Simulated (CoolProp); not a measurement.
n-undecane at several states: density (kg/m³) from the reference equation and from simpler models built on Tc = 638.8 K, pc = 1990 kPa, ω = 0.539; each cubic takes its own stable root.

Computed with CoolProp (reference Helmholtz-energy equation of state, Aleksandrov 2011). It is a short technical equation, of lower accuracy than the large ones.

```tsv
T (K)	p (kPa)	phase	reference	Redlich-Kwong	Peng-Robinson
376.7	9610	liquid	687.4	559.3	655.0
570.5	1340	liquid	492.3	364.3	455.6
324	123	liquid	716.8	567.9	670.3
349.3	23.2	liquid	697.4	553.0	657.9
```
